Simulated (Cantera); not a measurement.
A perfectly stirred reactor is fed with 35.7 % NO, 64.3 % N₂, at 0.375 atm; it is held at 2223 K, and followed from long to short residence time.

Computed with Cantera and GRI-Mech 3.0 (53 species, 325 reactions).

**Question.** Predict: x(NO) at τ = 0.930 s; x(NO₂) at τ = 0.930 s; x(O) at τ = 0.930 s; x(O₂) at τ = 0.930 s; x(N₂) at τ = 0.930 s; x(NO) at τ = 38.0 ms; x(NO₂) at τ = 38.0 ms; x(O) at τ = 38.0 ms; x(O₂) at τ = 38.0 ms; x(N₂) at τ = 38.0 ms.

**Answer.** 
```
Quantity                 Result
---------------------  --------
x(NO) at τ = 0.930 s     0.0702
x(NO₂) at τ = 0.930 s   4.40e-5
x(O) at τ = 0.930 s     0.00194
x(O₂) at τ = 0.930 s      0.142
x(N₂) at τ = 0.930 s      0.786
x(NO) at τ = 38.0 ms      0.312
x(NO₂) at τ = 38.0 ms   8.45e-5
x(O) at τ = 38.0 ms    0.000888
x(O₂) at τ = 38.0 ms     0.0218
x(N₂) at τ = 38.0 ms      0.665
```
